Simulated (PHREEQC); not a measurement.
A PHREEQC input (ion-association model, phreeqc.dat):

```
SOLUTION 1
  temp 9
  units mg/L
  pH 6.62
  pe 12.3
  Na 0.0276
  K 0.0395
  Ca 0.0492
  Mg 0.0293
  Cl 0.0814
  S(6) 0.154 as S
  Alkalinity 0.0955 as HCO3
  Pb 0.000377
END
USE solution 1
EQUILIBRIUM_PHASES 1
  Gypsum 0 0
  CO2(g) -2.5 10
END
```

The run finishes without an error or a warning.

Its last state differs from that of the intended input:

```
quantity                    as run  intended
------------------------  --------  --------
ionic strength (mol/kgw)   2.45e-5   1.81e-5
HSO4- (mol/kgw)            2.31e-9  7.71e-10
CaSO4 (mol/kgw)           8.82e-10  2.96e-10
MgSO4 (mol/kgw)           8.38e-10  2.82e-10
SI of Cerussite (PbCO3)      -5.84     -5.83
SI of Anglesite (PbSO4)      -6.20     -6.68
```

Q: One thing in the input isn't as intended. What explains the difference?

A: One answer among several that fit: The fault: sulfate typed 'as S' though the number is for SO4. The line should read `as SO4` where the input has `as S`.
